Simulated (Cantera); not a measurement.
A closed system holds: 1 mol AlCl₃, 43 mol N₂O, 5.2 mol H₂, held at 34.0 Pa.

Cantera equilibrium calculation (NASA polynomials, part measured and part estimated; ideal gas, pure solids and liquids). Candidate condensed phases: Al, AlCl₃, AlN, Al₂O₃, H₂O, NH₄Cl; 45 gas species. The numbers say what is thermodynamically allowed, not how fast it happens.

Problem. At 1675 K, list the 5 most abundant gas species with their mole fractions, and the condensed phases.

Solution. N₂ 0.623, O₂ 0.268, H₂O 0.0599, HCl 0.0290, Cl 0.0145. Condensed: Al₂O₃(s).
